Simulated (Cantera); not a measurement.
A closed system holds: 1 mol CaCO3, a varied amount of H2, held at 2200 K and 14000 Pa.

Cantera equilibrium calculation (NASA polynomials, part measured and part estimated; ideal gas, pure solids and liquids). Candidate condensed phases: C, C6H6, C7H8, C8H18, Ca, CaCO3, CaO, Ca(OH)2, H2O; 115 gas species. Rates play no part.

x: gas mole fraction; n: condensed amount in mol.

| n(H2) (mol) | x H2 | x CO2 | x CO | x H2O | x H | x OH | n CaO(s) |
|---|---|---|---|---|---|---|---|
| 0.25 | 0.0113 | 0.602 | 0.194 | 0.185 | 0.00160 | 0.00366 | 1.000 |
| 0.37 | 0.0237 | 0.479 | 0.248 | 0.242 | 0.00232 | 0.00330 | 1.000 |
| 0.56 | … | … | … | … | … | … | 1.000 |
| 0.85 | 0.113 | 0.195 | 0.343 | 0.341 | 0.00507 | 0.00213 | 1.000 |
| 1.3 | 0.223 | 0.0959 | 0.337 | 0.335 | 0.00711 | 0.00149 | 1.000 |
| 2 | 0.370 | 0.0426 | 0.289 | 0.288 | 0.00916 | 0.000994 | 0.999 |
| 3 | … | … | … | … | … | … | 0.999 |
| 4.5 | 0.635 | 0.00878 | 0.172 | 0.171 | 0.0120 | 0.000452 | 0.999 |

**Question.** Fill in the missing entries.

**Answer.** 
- 3, x H2: 0.511
- 3, x CO2: 0.0194
- 3, x CO: 0.229
- 3, x H2O: 0.228
- 3, x H: 0.0108
- 3, x OH: 0.000671
- 0.56, x H2: 0.0525
- 0.56, x CO2: 0.333
- 0.56, x CO: 0.306
- 0.56, x H2O: 0.302
- 0.56, x H: 0.00345
- 0.56, x OH: 0.00277
